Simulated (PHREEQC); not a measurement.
Solution (25 °C): 3.6 mol/kgw CaCl2. Closed to the air; pH follows from the charge balance.

The numbers come from PHREEQC with the Pitzer model, pitzer.dat.

Precipitation was switched off in this run.

Q: Estimate the activity of water, osmotic coefficient.

A: activity of water 0.676; osmotic coefficient 2.010.
